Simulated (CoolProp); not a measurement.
A single-stage vapour-compression cycle with carbonyl sulfide: evaporating at 320.15 K (dew point), condensing at 355.15 K (bubble point), superheat 8 K, subcooling 0 K, compressor efficiency 0.65, no pressure losses. Each further row changes one setting.

Values from CoolProp's reference Helmholtz-energy equation of state, Lemmon 2006. It is a short technical equation, of lower accuracy than the large ones.

| case | cooling COP | pressure ratio | discharge temperature (K) | refrigerating effect (kJ/kg) | volumetric capacity (kJ/m³) |
|---|---|---|---|---|---|
| as stated | 4.24 | 1.99 | 396.1 | 167 | 9970 |
| evaporating temperature 325.15 K | 5.11 | 1.79 | 390.7 | 168 | 11200 |
| condensing temperature 350.15 K | 5.19 | (withheld) | (withheld) | 177 | 10500 |
| subcooling 5 K | 4.50 | 1.99 | 396.1 | (withheld) | 10600 |
| superheat 18 K | 4.22 | 1.99 | 408.0 | 177 | 9940 |
| compressor efficiency 0.55 | 3.59 | 1.99 | 402.8 | 167 | 9970 |

**Question.** Fill in the missing entries.

**Answer.** 
- condensing temperature 350.15 K, pressure ratio: 1.81
- condensing temperature 350.15 K, discharge temperature (K): 386.7
- subcooling 5 K, refrigerating effect (kJ/kg): 178
